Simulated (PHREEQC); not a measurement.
Solution (74 °C): 0.075 mol ZnCl2, 3.3e-05 mol NaOH and 0.015 mol FeSO4 per kg of water. Closed to the air; pH follows from the charge balance.

Computed with PHREEQC (ion-association model, phreeqc.dat).

This is a speciation only: nothing precipitates in the calculation.

Question: Predict the pH, ionic strength, density.

Answer: pH 5.03; ionic strength 0.196 mol/kgw; density 0.986 g/cm³.

Question: In which forms is Cl present?

Answer: Cl- 81 %, ZnCl+ 16 %, ZnCl2 2.2 %, ZnCl3- 0.6 % of the Cl.

Species that the database lacks are ignored. Constants without temperature data keep their 25 °C values here.
